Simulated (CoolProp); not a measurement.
The numbers come from the reference Helmholtz-energy equation of state, Wagner 2002 in CoolProp.

**Question.** For water, give the phase and the Z, cp (kJ/(kg K)), cv (kJ/(kg K)), Joule-Thomson coefficient (K/MPa) at 81.75 °C and 16500 kPa.

**Answer.** 
- 81.75 °C and 16500 kPa: liquid; Z 0.103, cp 4.16, cv 3.83, Joule-Thomson coefficient -0.190
